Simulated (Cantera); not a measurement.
A freely propagating, adiabatic, planar premixed flame of 8.94 % CH₄, 16.3 % O₂, 74.8 % N₂, equivalence ratio 1.1, unburnt at 523 K and 9.87 atm; multicomponent+Soret transport, grid criteria slope 0.08 and curve 0.16, no radiation.

Detailed kinetics in Cantera: GRI-Mech 3.0 (53 species, 325 reactions). Burning velocities carry a grid error of a few per cent, more on coarse grids.

**Question.** Predict: laminar burning velocity; thermal thickness; peak x(CH₂); peak x(CH₂O); peak x(HO₂); peak x(O).

**Answer.** 
```json
{
  "laminar_burning_velocity": "23.0 cm/s",
  "thermal_thickness": "0.112 mm",
  "peak x(CH₂)": "2.27e-5",
  "peak x(CH₂O)": "0.00113",
  "peak x(HO₂)": "0.000106",
  "peak x(O)": "0.000335"
}
```
